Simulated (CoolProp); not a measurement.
p-xylene along the isotherm 147.95 °C: fugacity coefficient from the reference equation and from simpler models built on Tc = 343.0 °C, pc = 3.532 MPa, ω = 0.324; each cubic takes its own stable root.

Values from CoolProp's reference Helmholtz-energy equation of state, Zhou 2012.

| p (MPa) | phase | reference | Redlich-Kwong | Peng-Robinson |
|---|---|---|---|---|
| 0.112 | gas | 0.9546 | 0.9690 | 0.9629 |
| 0.212 | liquid | 0.5836 | 0.9414 | 0.5873 |
| 0.401 | liquid | 0.3109 | 0.5877 | 0.3129 |
| 0.761 | liquid | 0.1663 | 0.3152 | 0.1674 |
| 1.44 | liquid | 0.09033 | 0.1722 | 0.09097 |
| 2.73 | liquid | 0.05021 | 0.09672 | 0.05060 |
| 5.18 | liquid | 0.02922 | 0.05736 | 0.02948 |
| 9.83 | liquid | 0.01855 | 0.03768 | 0.01875 |
| 18.6 | liquid | 0.01388 | 0.02988 | 0.01406 |
| 35.3 | liquid | 0.01399 | 0.03321 | 0.01420 |

At some of these states Redlich-Kwong gives the other phase, because its saturation line lies elsewhere.
